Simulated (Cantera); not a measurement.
Charge: 1 mol Al, 3.2 mol Cl2, 2.3 mol H2, held at 500 °C and 0.100 bar.

Method: chemical equilibrium by Gibbs-energy minimisation in Cantera with the NASA 1993 tables (ideal gas, pure condensed phases). Candidate condensed phases: Al, AlCl3; 12 gas species. Equilibrium is a limit: real reactors are often held back by kinetics, nucleation or transport.

Base state: HCl 0.692, AlCl3 0.168, H2 0.122, Al2Cl6 0.0176 (mole fractions); condensed: gas only.

Task: What changes in the equilibrium state with this change: Cl2 from 3.2 to 9.1 mol?

Result: 
| species | before | after |
|---|---|---|
| Cl2 | <1e-9 | 0.488 |
| HCl | 0.692 | 0.424 |
| AlCl3 | 0.168 | 0.0835 |
| H2 | 0.122 | <1e-9 |
| Al2Cl6 | 0.0176 | 0.00432 |
| Cl | <1e-9 | 1.08e-5 |
